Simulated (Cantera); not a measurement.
A closed system holds: 1 mol SiCl4, 4.1 mol H2O, 130 mol N2, 28 mol O2, held at 1600 K and 7.50 Torr.

Cantera equilibrium calculation (NASA polynomials, part measured and part estimated; ideal gas, pure solids and liquids). Candidate condensed phases: H2O, NH4Cl, Si, SiO2, Si2N2O, Si3N4; 47 gas species. The tables hold silica as quartz up to 1696 K and as liquid above; real silica turns to tridymite and cristobalite and melts near 1996 K. Rates play no part.

Base state: N2 0.790, O2 0.168, HCl 0.0191, H2O 0.0153, Cl 0.00521, NO 0.00173, OH 0.000207, O 5.95e-5 (mole fractions); condensed: SiO2(β-quartz).

Q: What changes in the equilibrium state with this change: SiCl4 replaced by HMDSO?

A: 
```csv
species,before,after
N2,0.790,0.787
O2,0.168,0.0961
H2O,0.0153,0.0791
CO2,0,0.0363
HCl,0.0191,0
Cl,0.00521,0
CO,0,2.33e-5
Cl2,2.25e-5,0
H2,2.48e-6,1.69e-5
"SiO2(β-quartz), mol",1.000,2.00
```
The feed counts by its element totals alone. Further candidate phases: C, C6H6, C7H8, C8H18, SiC.
